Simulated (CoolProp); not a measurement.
Saturation properties of n-pentane.

The numbers come from the reference Helmholtz-energy equation of state, Thol 2019 in CoolProp.

```json
[
 {"T (°C)": "97.75", "p (MPa)": "0.5636", "liquid density (kg/m³)": "540.0", "vapour density (kg/m³)": "15.45", "enthalpy of vaporisation (kJ/kg)": "299.1", "surface tension (mN/m)": "7.78", "vapour viscosity (µPa s)": "7.94"},
 {"T (°C)": "101.55", "p (MPa)": "0.6140", "liquid density (kg/m³)": "535.1", "vapour density (kg/m³)": "16.84", "enthalpy of vaporisation (kJ/kg)": "294.7", "surface tension (mN/m)": "7.41", "vapour viscosity (µPa s)": "8.00"},
 {"T (°C)": "105.45", "p (MPa)": "0.6690", "liquid density (kg/m³)": "529.9", "vapour density (kg/m³)": "18.37", "enthalpy of vaporisation (kJ/kg)": "290.0", "surface tension (mN/m)": "7.03", "vapour viscosity (µPa s)": "8.05"},
 {"T (°C)": "109.25", "p (MPa)": "0.7261", "liquid density (kg/m³)": "524.8", "vapour density (kg/m³)": "19.97", "enthalpy of vaporisation (kJ/kg)": "285.4", "surface tension (mN/m)": "6.66", "vapour viscosity (µPa s)": "8.11"},
 {"T (°C)": "113.15", "p (MPa)": "0.7885", "liquid density (kg/m³)": "519.4", "vapour density (kg/m³)": "21.74", "enthalpy of vaporisation (kJ/kg)": "280.4", "surface tension (mN/m)": "6.28", "vapour viscosity (µPa s)": "8.16"},
 {"T (°C)": "116.95", "p (MPa)": "0.8529", "liquid density (kg/m³)": "514.0", "vapour density (kg/m³)": "23.59", "enthalpy of vaporisation (kJ/kg)": "275.5", "surface tension (mN/m)": "5.92", "vapour viscosity (µPa s)": "8.21"},
 {"T (°C)": "120.85", "p (MPa)": "0.9231", "liquid density (kg/m³)": "508.4", "vapour density (kg/m³)": "25.64", "enthalpy of vaporisation (kJ/kg)": "270.2", "surface tension (mN/m)": "5.56", "vapour viscosity (µPa s)": "8.27"},
 {"T (°C)": "124.65", "p (MPa)": "0.9955", "liquid density (kg/m³)": "502.7", "vapour density (kg/m³)": "27.79", "enthalpy of vaporisation (kJ/kg)": "264.9", "surface tension (mN/m)": "5.20", "vapour viscosity (µPa s)": "8.32"},
 {"T (°C)": "128.55", "p (MPa)": "1.074", "liquid density (kg/m³)": "496.8", "vapour density (kg/m³)": "30.17", "enthalpy of vaporisation (kJ/kg)": "259.2", "surface tension (mN/m)": "4.85", "vapour viscosity (µPa s)": "8.37"},
 {"T (°C)": "132.35", "p (MPa)": "1.155", "liquid density (kg/m³)": "490.8", "vapour density (kg/m³)": "32.66", "enthalpy of vaporisation (kJ/kg)": "253.5", "surface tension (mN/m)": "4.50", "vapour viscosity (µPa s)": "8.43"},
 {"T (°C)": "136.15", "p (MPa)": "1.240", "liquid density (kg/m³)": "484.6", "vapour density (kg/m³)": "35.36", "enthalpy of vaporisation (kJ/kg)": "247.6", "surface tension (mN/m)": "4.17", "vapour viscosity (µPa s)": "8.49"},
 {"T (°C)": "140.05", "p (MPa)": "1.333", "liquid density (kg/m³)": "478.0", "vapour density (kg/m³)": "38.35", "enthalpy of vaporisation (kJ/kg)": "241.2", "surface tension (mN/m)": "3.83", "vapour viscosity (µPa s)": "8.55"}
]
```

It boils at 36.1 °C under 1 atm.

Viscosity comes from a separate model (Quiñones-Cisneros 2006), older than the equation that it now runs on, and unchecked against measurements. Surface tension comes from a separate correlation (Mulero 2012).
